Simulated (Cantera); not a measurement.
An adiabatic, constant-pressure homogeneous reactor starts with H2 : O2 : N2 = 1 : 0.417 : 1.57 (molar parts), equivalence ratio 1.2, at 1325 K and 3.00 bar. Integrator tolerance rtol = 1e-08.

Model: the H2/O2 subset of GRI-Mech 3.0, which has no nitrogen chemistry, integrated in Cantera. The hydrogen kinetics of GRI-Mech 3.0 are dated; newer H2 mechanisms differ, most at raised pressure.

```
quantity                                                            before                                      after
---------------------------------  ---------------------------------------  -----------------------------------------
time of steepest temperature rise                                  9.00 µs                                    16.4 µs
temperature at 0.500 s                                              2917 K                                     2255 K
equilibrium temperature                                             2917 K                                     2255 K
x(H2) at 0.500 s                     0.0773 (gas-phase equilibrium 0.0773)        0.248 (gas-phase equilibrium 0.248)
x(O2) at 0.500 s                   0.00498 (gas-phase equilibrium 0.00498)    2.74e-7 (gas-phase equilibrium 2.74e-7)
x(H) at 0.500 s                      0.0196 (gas-phase equilibrium 0.0196)    0.00221 (gas-phase equilibrium 0.00221)
x(HO2) at 0.500 s                  4.81e-6 (gas-phase equilibrium 4.81e-6)  4.25e-10 (gas-phase equilibrium 4.25e-10)
x(H2O2) at 0.500 s                 5.20e-7 (gas-phase equilibrium 5.20e-7)  4.99e-10 (gas-phase equilibrium 4.99e-10)
x(O) at 0.500 s                    0.00346 (gas-phase equilibrium 0.00346)    1.16e-6 (gas-phase equilibrium 1.16e-6)
```

**Question.** Name the change that produced these shifts.
A. pressure from 3.00 bar to 0.560 bar
B. initial temperature 1325 to 1025 K
C. pressure from 3.00 bar to 1.01 bar
D. O2 0.417 to 0.18 parts

**Answer.** D, O2 0.417 to 0.18 parts
